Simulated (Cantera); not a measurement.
An isothermal plug-flow reactor at 900 K and 0.257 atm (inlet), inlet velocity 3.9 m/s, active area per volume 760 1/m; feed CH4 : O2 : N2 : H2O = 0.0029 : 0.01 : 0.79 : 0.057 (molar parts), equivalence ratio 0.58.

Computed with Cantera and Deutschmann's 1995 Pt surface mechanism with GRI-Mech 3.0 gas chemistry. Catalytic surfaces can have several steady states; this one follows from the mechanism file's or the stated starting coverage. Mass transfer to the wall is taken as infinitely fast.

x: gas mole fraction; θ: surface coverage.

| z (m) | x CH4 | x O2 | x H2O | x CO2 | x CO | θ free Pt | θ O* | θ OH* |
|---|---|---|---|---|---|---|---|---|
| 0.00032 | 0.00335 | 0.0116 | 0.0663 | 2.56e-5 | [?] | 0.264 | 0.732 | 0.00383 |
| 0.00061 | 0.00332 | 0.0115 | 0.0664 | 4.95e-5 | 1.42e-6 | 0.264 | 0.732 | 0.00383 |
| 0.0012 | 0.00327 | 0.0114 | 0.0665 | 9.81e-5 | 1.49e-6 | 0.265 | 0.732 | 0.00384 |
| 0.0023 | 0.00318 | 0.0113 | 0.0667 | 0.000187 | 1.46e-6 | 0.265 | 0.731 | 0.00384 |
| 0.0044 | 0.00302 | 0.0109 | 0.0670 | 0.000353 | 1.39e-6 | 0.267 | 0.729 | 0.00386 |
| 0.0085 | 0.00271 | 0.0103 | 0.0676 | 0.000657 | [?] | 0.270 | 0.726 | 0.00389 |
| 0.016 | 0.00222 | 0.00933 | 0.0686 | 0.00115 | [?] | 0.275 | 0.721 | 0.00394 |
| 0.032 | 0.00141 | 0.00770 | 0.0702 | 0.00196 | [?] | 0.284 | 0.712 | 0.00403 |

Question: What belongs in the gaps?

Answer: 
- 0.00032, x CO: 1.16e-6
- 0.0085, x CO: 1.26e-6
- 0.016, x CO: 1.04e-6
- 0.032, x CO: 6.78e-7
